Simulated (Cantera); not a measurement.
Cantera run:

```python
import numpy as np
import cantera as ct

gas_names = [...]  # 118 gases of nasa_gas.yaml made of C, Cl, F, H
cond_names = """
    C(gr) C6H6(L) C7H8(L) C8H18(L),n-octa
""".split()


# ... load() reads the species with a 1 bar reference pressure and builds the phases ...
atoms = {
    'CF4': {'C': 1, 'F': 4},
    'HCl': {'H': 1, 'CL': 1},
    'H2': {'H': 2},
}
top_T = {'C(gr)': 4500}  # K; cautious upper limits of use, not melting points


# ... equilibrate(T, P, feed) seeds the gas with the atoms and calls Mixture.equilibrate('TP', solver="vcs", rtol=1e-11, max_steps=5000) ...
results = []
T = 2575  # K
P = 2300  # Pa
for m in [1.1, 1.3, 1.6, 1.9, 2.4, 2.9, 3.5, 4.2, 5.1, 6.2]:
    feed = {'CF4': 1, 'HCl': 0.92, 'H2': m}  # mol
    mix = equilibrate(T, P, feed)
    results.append((T, P, feed, dict(zip(mix.species_names, mix.species_moles))))
    x = sorted(zip(gas.X, gas.species_names), reverse=True)
    print(f"T = {T:g} K  P = {P:g} Pa  n(H2) = {m:g} mol  gas = {mix.phase_moles(0):.4g} mol")
    print("   x: " + "  ".join(f"{s} {v:.3e}" for v, s in x if v > 0.0001))
    print("   condensed (mol): " + ("  ".join(f"{mix.phase(i).name} {mix.phase_moles(i):.4g}"
          for i in range(1, mix.n_phases) if mix.phase_moles(i) > 1e-12) or "none"))
```

Result:

```
T = 2575 K  P = 2300 Pa  n(H2) = 1.1 mol  gas = 4.795 mol
   x: HF 6.466e-01  CL 1.883e-01  F 1.291e-01  CF2 2.619e-02  CF 5.274e-03  HCL 3.391e-03  H 6.596e-04  CF3 1.303e-04
   condensed (mol): C(gr) 0.8469
T = 2575 K  P = 2300 Pa  n(H2) = 1.3 mol  gas = 4.875 mol
   x: HF 7.151e-01  CL 1.828e-01  F 8.124e-02  CF2 1.036e-02  HCL 5.788e-03  CF 3.317e-03  H 1.160e-03
   condensed (mol): C(gr) 0.9319
T = 2575 K  P = 2300 Pa  n(H2) = 1.6 mol  gas = 4.96 mol
   x: HF 7.909e-01  CL 1.549e-01  HCL 3.057e-02  F 1.441e-02  H 7.231e-03  H2 1.002e-03  CF 5.884e-04  CF2 3.261e-04
   condensed (mol): C(gr) 0.994
T = 2575 K  P = 2300 Pa  n(H2) = 1.9 mol  gas = 5.161 mol
   x: HF 7.715e-01  CL 9.865e-02  HCL 7.957e-02  H 2.954e-02  H2 1.673e-02  F 3.440e-03  C2H2,acetylene 2.460e-04  CF 1.405e-04
   condensed (mol): C(gr) 0.9948
T = 2575 K  P = 2300 Pa  n(H2) = 2.4 mol  gas = 5.67 mol
   x: HF 7.038e-01  HCL 1.011e-01  H2 7.049e-02  CL 6.109e-02  H 6.064e-02  F 1.529e-03  C2H2,acetylene 1.036e-03
   condensed (mol): C(gr) 0.9853
T = 2575 K  P = 2300 Pa  n(H2) = 2.9 mol  gas = 6.219 mol
   x: HF 6.421e-01  H2 1.259e-01  HCL 1.019e-01  H 8.102e-02  CL 4.605e-02  C2H2,acetylene 1.850e-03  F 1.044e-03
   condensed (mol): C(gr) 0.9734
T = 2575 K  P = 2300 Pa  n(H2) = 3.5 mol  gas = 6.887 mol
   x: HF 5.800e-01  H2 1.845e-01  H 9.811e-02  HCL 9.726e-02  CL 3.631e-02  C2H2,acetylene 2.713e-03  F 7.789e-04  C2H 1.208e-04
   condensed (mol): C(gr) 0.9583
T = 2575 K  P = 2300 Pa  n(H2) = 4.2 mol  gas = 7.668 mol
   x: HF 5.210e-01  H2 2.421e-01  H 1.124e-01  HCL 9.048e-02  CL 2.949e-02  C2H2,acetylene 3.559e-03  F 6.108e-04  C2H 1.384e-04
   condensed (mol): C(gr) 0.9402
T = 2575 K  P = 2300 Pa  n(H2) = 5.1 mol  gas = 8.672 mol
   x: HF 4.607e-01  H2 3.023e-01  H 1.256e-01  HCL 8.212e-02  CL 2.395e-02  C2H2,acetylene 4.445e-03  F 4.834e-04  C2H 1.547e-04
   condensed (mol): C(gr) 0.9166
T = 2575 K  P = 2300 Pa  n(H2) = 6.2 mol  gas = 9.899 mol
   x: HF 4.037e-01  H2 3.603e-01  H 1.371e-01  HCL 7.333e-02  CL 1.959e-02  C2H2,acetylene 5.297e-03  F 3.879e-04  C2H 1.688e-04
   condensed (mol): C(gr) 0.8875
```

Method: chemical equilibrium by Gibbs-energy minimisation in Cantera with the NASA 1993 tables (ideal gas, pure condensed phases).
